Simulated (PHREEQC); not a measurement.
A solution holds 0.0032 mol CaSO4, 0.033 mol Na2HPO4 and 0.17 mol KCl per kg of water, at 10 °C and 500 atm. Closed to the air; pH follows from the charge balance.

All values are PHREEQC results (ion-association model, phreeqc.dat), not measurements.

This is a speciation only: nothing precipitates in the calculation.

### Question
Order these S species by the share of S that they hold, largest first: CaSO4, KSO4-, NaSO4-, SO4-2.

### Answer
SO4-2 (79 %), KSO4- (14 %), NaSO4- (5.8 %), CaSO4 (1.1 %)

The pH is 8.28 and the ionic strength 0.268 mol/kgw. The solution is supersaturated, for example in Hydroxyapatite, so a real one may precipitate; this is no full list. Under pressure, the constants of complexes without a molar volume in the database are unreliable. At this temperature some constants are extrapolated from 25 °C, and those without enthalpy data are left unchanged.
